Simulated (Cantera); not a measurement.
An isothermal, constant-pressure homogeneous reactor starts with 84.7 % NH3, 15.3 % N2, at 2075 K and 1.01 bar.

Model: the gas-phase N/H chemistry of the illustrative SiF4/NH3 mechanism in the Surface Chemkin manual (1991), integrated in Cantera. Walls and surfaces, which speed up NH3 decomposition in real reactors, are not modelled.

One state of this run: x NH3 = 0.592; x N2H2 = 5.68e-6; x H = 0.000152; x N2 = 0.200; x NH = 2.14e-5; x N2H4 = 4.32e-7; x H2 = 0.207. x: mole fraction; the columns are a selection and need not sum to one.

Q: Which value of t (s) does it belong to?
A) 20.0
B) 0.129
C) 0.000155
D) 0.00447

A: D, 0.00447
